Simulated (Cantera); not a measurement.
What does this Cantera script print?

```python
import numpy as np
import cantera as ct

gas_names = [...]  # 115 gases of nasa_gas.yaml made of C, Ca, H, O
cond_names = """
    C(gr) C6H6(L) C7H8(L) C8H18(L),n-octa Ca(a) Ca(b) Ca(L) CaCO3(caL) CaO(s) CaO(L) CaO2H2(s) H2O(s)
    H2O(L)
""".split()


# ... load() reads the species with a 1 bar reference pressure and builds the phases ...
atoms = {
    'Ca(OH)2': {'Ca': 1, 'O': 2, 'H': 2},
    'C': {'C': 1},
    'O2': {'O': 2},
}
top_T = {'C(gr)': 4500}  # K; cautious upper limits of use, not melting points


# ... equilibrate(T, P, feed) seeds the gas with the atoms and calls Mixture.equilibrate('TP', solver="vcs", rtol=1e-11, max_steps=5000) ...
results = []
feed = {'Ca(OH)2': 1, 'C': 0.013, 'O2': 3.1}  # mol
P = 3600  # Pa
for T in [1623, 1673, 1723, 1773, 1823, 1873, 1923, 1973]:
    mix = equilibrate(T, P, feed)
    results.append((T, P, feed, dict(zip(mix.species_names, mix.species_moles))))

top = {s: max(r[3][s] / sum(r[3][g] for g in gas_names) for r in results) for s in gas_names}
cols = sorted((s for s in top if top[s] > 0.001), key=lambda s: -top[s])[:8]
seen = [c for c in cond_names if any(r[3].get(c, 0) > 1e-12 for r in results)]
print("log10 of partial pressures in bar; condensed amounts in mol")
print(f"{'T/K':>10s}" + "".join(f"{s[:9]:>10s}" for s in cols + seen))
for T, P, feed, n in results:
    ng = sum(n[g] for g in gas_names)
    print(f"{T:10.4g}" + "".join(f"{np.log10(max(n[s] / ng * P / 1e5, 1e-99)):10.3f}" for s in cols)
          + "".join(f"{n.get(c, 0):10.4g}" for c in seen))
```

It prints:

```
log10 of partial pressures in bar; condensed amounts in mol
       T/K        O2       H2O        OH       CO2         O    CaO(s)
      1623    -1.567    -2.058    -4.428    -3.943    -5.504         1
      1673    -1.567    -2.058    -4.272    -3.943    -5.260         1
      1723    -1.568    -2.059    -4.124    -3.943    -5.029         1
      1773    -1.568    -2.060    -3.986    -3.943    -4.811         1
      1823    -1.568    -2.061    -3.855    -3.944    -4.606         1
      1873    -1.569    -2.062    -3.731    -3.945    -4.411         1
      1923    -1.569    -2.064    -3.614    -3.945    -4.226    0.9999
      1973    -1.570    -2.067    -3.504    -3.947    -4.051    0.9999
```

These are equilibrium values from Cantera (NASA tables, ideal gas, pure condensed phases), not measurements of a reactor.
